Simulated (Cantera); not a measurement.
# Dilute partial oxidation

An isothermal, constant-pressure homogeneous reactor starts with CH2O : O2 : N2 = 0.021 : 0.028 : 1 (molar parts), equivalence ratio 0.75, at 1000 K and 760 Torr.

Computed with Cantera and GRI-Mech 3.0 (53 species, 325 reactions). The temperature is held fixed by assumption; the heat of reaction is taken as removed at once.

```
t (s)       x CH2O     x O2  x C2H6   x HCN     x CH4     x NO2
--------  --------  -------  ------  ------  --------  --------
9.00e-5     0.0200   0.0267  <1e-12  <1e-12    <1e-12    <1e-12
0.000255    0.0200   0.0267  <1e-12  <1e-12    <1e-12    <1e-12
0.000725    0.0200   0.0267  <1e-12  <1e-12    <1e-12    <1e-12
0.00206     0.0200   0.0267  <1e-12  <1e-12    <1e-12    <1e-12
0.00585     0.0196   0.0263  <1e-12  <1e-12  4.92e-12    <1e-12
0.0166      0.0126   0.0218  <1e-12  <1e-12  1.59e-10    <1e-12
0.0471    4.16e-11   0.0134  <1e-12  <1e-12  1.84e-11  1.07e-10
0.134     1.42e-11   0.0111  <1e-12  <1e-12    <1e-12  4.22e-10
0.380     4.65e-12  0.00881  <1e-12  <1e-12    <1e-12  7.82e-10
1.08        <1e-12  0.00727  <1e-12  <1e-12    <1e-12   2.21e-9
3.06        <1e-12  0.00679  <1e-12  <1e-12    <1e-12   5.24e-9
8.69        <1e-12  0.00670  <1e-12  <1e-12    <1e-12   7.61e-9
24.7        <1e-12  0.00668  <1e-12  <1e-12    <1e-12   8.16e-9
70.0        <1e-12  0.00667  <1e-12  <1e-12    <1e-12   5.25e-9
```
x: mole fraction; the columns are a selection and need not sum to one.

Equilibrium at this temperature and pressure: CH2O <1e-12, O2 0.00667, C2H6 <1e-12, HCN <1e-12, CH4 <1e-12, NO2 5.93e-8 (gas phase only).
